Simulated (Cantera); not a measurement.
A closed system holds: 1 mol SiH₄, a varied amount of HCl, 27 mol N₂, held at 1423.15 K and 0.0100 bar.

These are equilibrium values from Cantera (NASA tables, ideal gas, pure condensed phases), not measurements of a reactor. Candidate condensed phases: NH₄Cl, Si, Si₃N₄; 28 gas species. N₂ is the only nitrogen source here; it is nearly inert below about 1500 K, so the nitride shown seldom forms there in practice. The tables' values for SiCl₃ are old estimates; treat these amounts as uncertain. Kinetics and transport are ignored.

**Question.** At 2 mol HCl, list the 4 most abundant gas species with their mole fractions, and the condensed phases.

**Answer.** N₂ 0.868, H₂ 0.0680, HCl 0.0614, SiCl₂ 0.00179. Condensed: Si₃N₄(s).
